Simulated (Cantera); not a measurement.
Feed: 1 mol C2F6, 0.02 mol CH4, 0.59 mol H2, equilibrated at 10.0 mbar.

Method: chemical equilibrium by Gibbs-energy minimisation in Cantera with the NASA 1993 tables (ideal gas, pure condensed phases). Candidate condensed phases: C, C6H6, C7H8, C8H18; 95 gas species. The feed counts by its element totals alone. Gases not in the tables: C2F6 and larger saturated fluorocarbons. Equilibrium is a limit: real reactors are often held back by kinetics, nucleation or transport. All values below are at 1575 K.

Base state: HF 0.515, CF4 0.484, CF2 0.000863, F 0.000174, CF3 0.000137 (mole fractions); condensed: C(graphite).

Task: What changes in the equilibrium state with this change: H2 from 0.59 to 1.8 mol?

Result: 
```json
[
 {"species": "HF", "before": "0.515", "after": "0.864"},
 {"species": "CF4", "before": "0.484", "after": "0.136"},
 {"species": "CF2", "before": "0.000863", "after": "0.000457"},
 {"species": "CF3", "before": "0.000137", "after": "5.27e-5"},
 {"species": "F", "before": "0.000174", "after": "0.000127"},
 {"species": "C(graphite), mol", "before": "0.834", "after": "1.44"}
]
```
